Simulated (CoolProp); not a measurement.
The numbers come from the reference Helmholtz-energy equation of state, Smukala 2000 in CoolProp.

Task: Give the vapour pressure (MPa), vapour density (kg/m³), enthalpy of vaporisation (kJ/kg), liquid cp (kJ/(kg K)) of saturated ethylene at 192.2 K.

Result: 
```json
[
 {"T (K)": "192.2", "p (MPa)": "0.326", "vapour density (kg/m³)": "6.20", "enthalpy of vaporisation (kJ/kg)": "446", "liquid cp (kJ/(kg K))": "2.49"}
]
```
